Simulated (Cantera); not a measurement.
Cantera run:

```python
import numpy as np
import cantera as ct

gas_names = """
    AL ALCL ALCL2 ALCL3 ALN AL2 AL2CL6 CL CL2 N N2
""".split()
cond_names = """
    AL(cr) AL(L) ALCL3(s) ALCL3(L) ALN(s)
""".split()


# ... load() reads the species with a 1 bar reference pressure and builds the phases ...
atoms = {
    'Al': {'AL': 1},
    'Cl2': {'CL': 2},
    'N2': {'N': 2},
}
top_T = {'ALN(s)': 2750}  # K; cautious upper limits of use, not melting points


# ... equilibrate(T, P, feed) seeds the gas with the atoms and calls Mixture.equilibrate('TP', solver="vcs", rtol=1e-11, max_steps=5000) ...
results = []
feed = {'Al': 1, 'Cl2': 9.7, 'N2': 36}  # mol
P = 13332.2  # Pa
for T in [548, 598, 648, 698, 748, 798, 848, 898, 948]:
    mix = equilibrate(T, P, feed)
    results.append((T, P, feed, dict(zip(mix.species_names, mix.species_moles))))
    x = sorted(zip(gas.X, gas.species_names), reverse=True)
    print(f"T = {T:g} K  P = {P:g} Pa  gas = {mix.phase_moles(0):.4g} mol")
    print("   x: " + "  ".join(f"{s} {v:.3e}" for v, s in x if v > 1e-05))
    print("   condensed (mol): " + ("  ".join(f"{mix.phase(i).name} {mix.phase_moles(i):.4g}"
          for i in range(1, mix.n_phases) if mix.phase_moles(i) > 1e-12) or "none"))
```

Result:

```
T = 548 K  P = 13332.2 Pa  gas = 44.75 mol
   x: N2 8.044e-01  CL2 1.832e-01  AL2CL6 1.002e-02  ALCL3 2.309e-03
   condensed (mol): none
T = 598 K  P = 13332.2 Pa  gas = 44.84 mol
   x: N2 8.028e-01  CL2 1.829e-01  AL2CL6 7.988e-03  ALCL3 6.325e-03
   condensed (mol): none
T = 648 K  P = 13332.2 Pa  gas = 44.98 mol
   x: N2 8.003e-01  CL2 1.823e-01  ALCL3 1.259e-02  AL2CL6 4.818e-03
   condensed (mol): none
T = 698 K  P = 13332.2 Pa  gas = 45.11 mol
   x: N2 7.981e-01  CL2 1.818e-01  ALCL3 1.814e-02  AL2CL6 2.014e-03
   condensed (mol): none
T = 748 K  P = 13332.2 Pa  gas = 45.17 mol
   x: N2 7.970e-01  CL2 1.815e-01  ALCL3 2.080e-02  AL2CL6 6.673e-04
   condensed (mol): none
T = 798 K  P = 13332.2 Pa  gas = 45.19 mol
   x: N2 7.966e-01  CL2 1.814e-01  ALCL3 2.169e-02  AL2CL6 2.191e-04  CL 1.041e-05
   condensed (mol): none
T = 848 K  P = 13332.2 Pa  gas = 45.2 mol
   x: N2 7.965e-01  CL2 1.814e-01  ALCL3 2.197e-02  AL2CL6 7.872e-05  CL 3.125e-05
   condensed (mol): none
T = 898 K  P = 13332.2 Pa  gas = 45.2 mol
   x: N2 7.965e-01  CL2 1.814e-01  ALCL3 2.206e-02  CL 8.311e-05  AL2CL6 3.146e-05
   condensed (mol): none
T = 948 K  P = 13332.2 Pa  gas = 45.2 mol
   x: N2 7.964e-01  CL2 1.813e-01  ALCL3 2.209e-02  CL 1.996e-04  AL2CL6 1.387e-05
   condensed (mol): none
```

Cantera equilibrium calculation (NASA polynomials, part measured and part estimated; ideal gas, pure solids and liquids).
